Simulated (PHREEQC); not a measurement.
Consider water at 90 °C with 10 mmol/kgw HF, 0.47 mmol/kgw Na2B4O7 and 8.5 mmol/kgw LiCl. Closed to the air; pH follows from the charge balance.

Model: ion-association model, phreeqc.dat, run in PHREEQC.

Each row changes one thing in this solution. This is a speciation only: nothing precipitates in the calculation.

| case | pH | ionic strength (mol/kgw) | HF (mol/kgw) | F- (mol/kgw) | H3BO3 (mol/kgw) | BF2(OH)2- (mol/kgw) | SI of Halite (NaCl) |
|---|---|---|---|---|---|---|---|
| as made | 3.01 | 0.0105 | 0.00660 | 0.00140 | 0.00130 | 0.000153 | -6.82 |
| temperature from 90 to 75 °C | 2.94 | 0.0107 | 0.00574 | 0.00140 | 0.00109 | 0.000138 | -6.80 |
| diluted 5-fold with water | 3.38 | 0.00233 | 0.00136 | 0.000624 | 0.000371 | 3.98e-6 | -8.16 |
| diluted 2-fold with water | 3.18 | 0.00544 | 0.00364 | 0.00109 | 0.000855 | 4.29e-5 | -7.39 |
| diluted 100-fold with water | 4.20 | 0.000159 | 2.57e-5 | 7.43e-5 | 1.88e-5 | 4.53e-10 | -10.72 |

Constants without temperature data keep their 25 °C values here. Real BF4- forms and hydrolyses slowly; the run takes it at equilibrium.
